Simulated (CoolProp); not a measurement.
Methanol at 293.15 K and 2.72 MPa flows at 0.059 m/s in a round tube of 100 mm bore and 0.25 µm roughness, fully developed (64/Re and Nu = 3.66 if laminar; Colebrook and Gnielinski if turbulent). Each further row changes one setting.

Values from CoolProp's reference Helmholtz-energy equation of state, de Reuck 1993.

```json
[
 {"case": "as stated", "Reynolds number": "___", "Darcy friction factor": "0.0329", "pressure drop (Pa/m)": "0.455", "heat-transfer coefficient (W/(m² K))": "___", "mass flow (kg/h)": "___"},
 {"case": "velocity 0.118 m/s", "Reynolds number": "15700", "Darcy friction factor": "0.0275", "pressure drop (Pa/m)": "1.52", "heat-transfer coefficient (W/(m² K))": "245", "mass flow (kg/h)": "2650"},
 {"case": "diameter 200 mm", "Reynolds number": "15700", "Darcy friction factor": "0.0275", "pressure drop (Pa/m)": "0.190", "heat-transfer coefficient (W/(m² K))": "___", "mass flow (kg/h)": "___"}
]
```

Q: Complete the blanks.

A: 
- as stated, Reynolds number: 7870
- as stated, heat-transfer coefficient (W/(m² K)): 129
- as stated, mass flow (kg/h): 1320
- diameter 200 mm, heat-transfer coefficient (W/(m² K)): 123
- diameter 200 mm, mass flow (kg/h): 5290

Viscosity comes from a separate model (Xiang 2006). Thermal conductivity comes from a separate model (Sykioti 2013).
